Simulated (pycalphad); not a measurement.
# Effect of Cu content in Si-Al-Cu

CALPHAD calculation (pycalphad, COST 507 light-alloy database (1999)), 1 atm. These are 1990s assessments: newer ones move some temperatures and phases. Not assessed as a whole: an extrapolation from subsystems, which can miss ternary compounds. Amounts are mole fractions of atoms.

```csv
alloy,liquidus (K),first solid,solidus (K),phases at 1150 K
Si-82.3Al-1.45Cu (at.%),920,DIAMOND_A4,795,LIQUID 1.00
Si-82.3Al-5.8Cu (at.%),860,DIAMOND_A4,785,LIQUID 1.00
Si-82.3Al-8.7Cu (at.%),817,FCC_A1,785,LIQUID 1.00
Si-82.3Al-11.6Cu (at.%),820,FCC_A1,785,LIQUID 1.00
```

FCC_A1 is fcc; DIAMOND_A4 is diamond (Si).
